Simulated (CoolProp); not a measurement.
Hydrogen sulfide along the isotherm 420.4 K: fugacity coefficient from the reference equation and from simpler models built on Tc = 373.1 K, pc = 8.999 MPa, ω = 0.101; each cubic takes its own stable root.

Computed with CoolProp (reference Helmholtz-energy equation of state, Lemmon 2006). It is a short technical equation, of lower accuracy than the large ones.

```json
[
 {"p (MPa)": "1.87", "phase": "gas", "reference": "0.9535", "van der Waals": "0.9543", "Redlich-Kwong": "0.9507", "Soave-Redlich-Kwong": "…", "Peng-Robinson": "0.9454"},
 {"p (MPa)": "3.75", "phase": "gas", "reference": "0.9074", "van der Waals": "0.9087", "Redlich-Kwong": "…", "Soave-Redlich-Kwong": "0.9050", "Peng-Robinson": "0.8926"},
 {"p (MPa)": "5.62", "phase": "gas", "reference": "0.8623", "van der Waals": "…", "Redlich-Kwong": "0.8555", "Soave-Redlich-Kwong": "0.8594", "Peng-Robinson": "0.8421"},
 {"p (MPa)": "7.5", "phase": "gas", "reference": "0.8175", "van der Waals": "0.8184", "Redlich-Kwong": "0.8093", "Soave-Redlich-Kwong": "0.8146", "Peng-Robinson": "0.7932"},
 {"p (MPa)": "9.37", "phase": "supercritical", "reference": "0.7734", "van der Waals": "0.7732", "Redlich-Kwong": "0.7644", "Soave-Redlich-Kwong": "0.7711", "Peng-Robinson": "0.7464"},
 {"p (MPa)": "11.2", "phase": "supercritical", "reference": "0.7308", "van der Waals": "0.7283", "Redlich-Kwong": "0.7214", "Soave-Redlich-Kwong": "0.7296", "Peng-Robinson": "0.7024"},
 {"p (MPa)": "13.1", "phase": "supercritical", "reference": "0.6872", "van der Waals": "0.6808", "Redlich-Kwong": "0.6778", "Soave-Redlich-Kwong": "0.6878", "Peng-Robinson": "0.6588"},
 {"p (MPa)": "15", "phase": "supercritical", "reference": "0.6452", "van der Waals": "0.6354", "Redlich-Kwong": "0.6363", "Soave-Redlich-Kwong": "0.6480", "Peng-Robinson": "0.6180"},
 {"p (MPa)": "16.9", "phase": "supercritical", "reference": "0.6060", "van der Waals": "0.5963", "Redlich-Kwong": "0.5986", "Soave-Redlich-Kwong": "0.6115", "Peng-Robinson": "0.5810"},
 {"p (MPa)": "18.7", "phase": "supercritical", "reference": "0.5730", "van der Waals": "0.5654", "Redlich-Kwong": "…", "Soave-Redlich-Kwong": "0.5810", "Peng-Robinson": "0.5501"},
 {"p (MPa)": "20.6", "phase": "supercritical", "reference": "0.5428", "van der Waals": "…", "Redlich-Kwong": "0.5390", "Soave-Redlich-Kwong": "0.5530", "Peng-Robinson": "…"},
 {"p (MPa)": "22.5", "phase": "supercritical", "reference": "0.5169", "van der Waals": "0.5160", "Redlich-Kwong": "0.5148", "Soave-Redlich-Kwong": "0.5290", "Peng-Robinson": "0.4974"}
]
```

Q: What belongs in the gaps?

A: 
- 1.87, Soave-Redlich-Kwong: 0.9520
- 3.75, Redlich-Kwong: 0.9024
- 5.62, van der Waals: 0.8636
- 18.7, Redlich-Kwong: 0.5674
- 20.6, van der Waals: 0.5384
- 20.6, Peng-Robinson: 0.5218
